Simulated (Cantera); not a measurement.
Feed: 1 mol PbO, 0.093 mol O2, 14 mol N2, equilibrated at 1173 K and 3.50 mbar.

Equilibrium computed with Cantera from the NASA thermochemical tables; the gas is ideal and each condensed phase is pure. Candidate condensed phases: Pb, PbO, PbO2, Pb3O4; 12 gas species. The numbers say what is thermodynamically allowed, not how fast it happens.

Base state: N2 0.981, PbO 0.0110, O2 0.00684, Pb 0.000664, NO 3.19e-5 (mole fractions); condensed: PbO(l).

Question: What changes in the equilibrium state with this change: PbO replaced by HgO?

Answer: 
| species | before | after |
|---|---|---|
| N2 | 0.981 | 0.898 |
| Hg | 0 | 0.0641 |
| O2 | 0.00684 | 0.0380 |
| PbO | 0.0110 | 0 |
| Pb | 0.000664 | 0 |
| NO | 3.19e-5 | 7.19e-5 |
| PbO(l), mol | 0.833 | 0 |
Further candidate phases: Hg, HgO.
